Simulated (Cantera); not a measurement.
A perfectly stirred reactor is fed with H₂ : O₂ : N₂ = 1 : 0.5 : 2.05 (molar parts), equivalence ratio 1.0, at 1.00 bar; it is adiabatic with a 823 K inlet, and is followed from long to short residence time, starting on the burning branch (τ in s: 0.26, 0.11, 0.045, 0.019, 0.0078, 0.0032, 0.0013, 0.00056, 0.00023, 9.6e-05, 4e-05, 1.7e-05, 6.9e-06).

Model: the H2/O2 subset of GRI-Mech 3.0, which has no nitrogen chemistry, integrated in Cantera.

### Question
What does this change do: H2 1 to 0.69 parts?

### Answer
```tsv
quantity	before	after
blow-out, bracketed by the residence times tried	burning at 6.90 µs, the shortest tried	burning at 17.0 µs, out at 6.90 µs
x(H₂) at τ = 0.260 s	0.0256	0.00232
x(O₂) at τ = 0.260 s	0.00957	0.0519
x(O) at τ = 0.260 s	0.00210	0.00125
x(H₂O) at τ = 0.260 s	0.285	0.231
x(OH) at τ = 0.260 s	0.0145	0.00832
x(H₂) at τ = 1.30 ms	0.0354	0.00856
x(O₂) at τ = 1.30 ms	0.0142	0.0522
x(O) at τ = 1.30 ms	0.00440	0.00464
x(H₂O) at τ = 1.30 ms	0.266	0.218
x(OH) at τ = 1.30 ms	0.0182	0.0141
```

### Question
What does this change do: N2 2.05 to 1.5 parts?

### Answer
```csv
quantity,before,after
"blow-out, bracketed by the residence times tried","burning at 6.90 µs, the shortest tried","burning at 6.90 µs, the shortest tried"
x(H₂) at τ = 0.260 s,0.0256,0.0420
x(O₂) at τ = 0.260 s,0.00957,0.0153
x(O) at τ = 0.260 s,0.00210,0.00494
x(H₂O) at τ = 0.260 s,0.285,0.323
x(OH) at τ = 0.260 s,0.0145,0.0256
x(H₂) at τ = 1.30 ms,0.0354,0.0471
x(O₂) at τ = 1.30 ms,0.0142,0.0178
x(O) at τ = 1.30 ms,0.00440,0.00645
x(H₂O) at τ = 1.30 ms,0.266,0.312
x(OH) at τ = 1.30 ms,0.0182,0.0274
```
